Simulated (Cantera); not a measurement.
Feed: 1 mol c-C₄F₈, 0.073 mol H₂, equilibrated at 950 K and 0.530 bar.

Equilibrium computed with Cantera from the NASA thermochemical tables; the gas is ideal and each condensed phase is pure. Candidate condensed phases: C, C₆H₆, C₇H₈, C₈H₁₈; 95 gas species. The feed counts by its element totals alone. Gases not in the tables: C₂F₆ and larger saturated fluorocarbons. Equilibrium is a limit: real reactors are often held back by kinetics, nucleation or transport.

Base state: CF₄ 0.931, HF 0.0692 (mole fractions); condensed: C(graphite).

Q: What changes in the equilibrium state with this change: temperature from 950 K to 2300 K?

A: 
| species | before | after |
|---|---|---|
| CF₄ | 0.931 | 0.782 |
| CF₂ | <1e-9 | 0.116 |
| HF | 0.0692 | 0.0638 |
| F | <1e-9 | 0.0206 |
| CF₃ | <1e-9 | 0.0164 |
| CF | <1e-9 | 0.000343 |
| C₂F₄ | <1e-9 | 4.09e-5 |
| C(graphite), mol | 2.04 | 1.91 |
The tables' values for C₂F₄ are old estimates; treat these amounts as uncertain.
